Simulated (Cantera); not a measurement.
A closed system holds: 1 mol PbO, 410 mol H2, at 1075 K and 0.133 bar.

Equilibrium computed with Cantera from the NASA thermochemical tables; the gas is ideal and each condensed phase is pure. Candidate condensed phases: H2O, Pb, PbO, PbO2, Pb3O4; 12 gas species. Kinetics and transport are ignored.

Base state: H2 0.997, H2O 0.00244, Pb 0.000570 (mole fractions); condensed: Pb(l).

**Question.** What changes in the equilibrium state with this change: PbO replaced by FeS2?

**Answer.** 
| species | before | after |
|---|---|---|
| H2 | 0.997 | 0.998 |
| H2S | 0 | 0.00244 |
| H2O | 0.00244 | 0 |
| Pb | 0.000570 | 0 |
| Pb(l), mol | 0.766 | 0 |
| FeS(s), mol | 0 | 1.00 |
FeS: taken at fixed stoichiometry. Further candidate phases: Fe, FeS, FeS2, S.
